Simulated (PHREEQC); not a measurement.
# Phosphoric acid bath

Dissolve 0.0018 mol NaH2PO4 and 0.093 mol H2SO4 per kg of water at 25 °C. It is in equilibrium with CO2 at log p = -3.4 (atm). Otherwise closed; pH follows from the charge balance.

The numbers come from PHREEQC with the ion-association model, phreeqc.dat.

No solid was allowed to form.

Question: Predict the pH, specific conductance, density.

Answer: pH 1.05; specific conductance 36700 µS/cm; density 1.003 g/cm³.

Question: In which forms is P present?

Answer: H3PO4 91 %, H2PO4- 9.2 % of the P.
